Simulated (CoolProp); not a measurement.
Vapour pressure (MPa) of R143a: the reference equation beside estimates from Tc = 345.9 K, pc = 3.762 MPa, ω = 0.261. Clausius-Clapeyron is anchored at 238.7 K with a constant enthalpy of vaporisation of 18.27 kJ/mol.

Values from CoolProp's reference Helmholtz-energy equation of state, Lemmon and Jacobsen 2000.

```tsv
T (K)	reference	Clausius-Clapeyron	Peng-Robinson
238.7	0.1791	0.1791	(withheld)
243.8	0.2205	(withheld)	0.2198
248.9	0.2690	0.2611	0.2683
254	0.3253	0.3118	0.3246
259.1	0.3901	(withheld)	0.3896
264.2	0.4643	0.4354	0.4641
269.2	0.5469	(withheld)	(withheld)
274.3	(withheld)	0.5914	0.6430
279.4	0.7493	0.6845	0.7511
284.5	0.8694	0.7882	0.8723
289.6	1.003	(withheld)	1.008
294.7	(withheld)	1.030	1.158
299.8	1.317	1.169	1.325
```

Question: Complete the blanks.

Answer: 
- 238.7, Peng-Robinson: 0.1783
- 243.8, Clausius-Clapeyron: 0.2171
- 259.1, Clausius-Clapeyron: 0.3697
- 269.2, Clausius-Clapeyron: 0.5081
- 269.2, Peng-Robinson: 0.5472
- 274.3, reference: 0.6422
- 289.6, Clausius-Clapeyron: 0.9030
- 294.7, reference: 1.152

Absolute difference from the reference over all 13 rows, mean and median: Clausius-Clapeyron 6.5 and 7.1 %, Peng-Robinson 0.3 and 0.3 %.
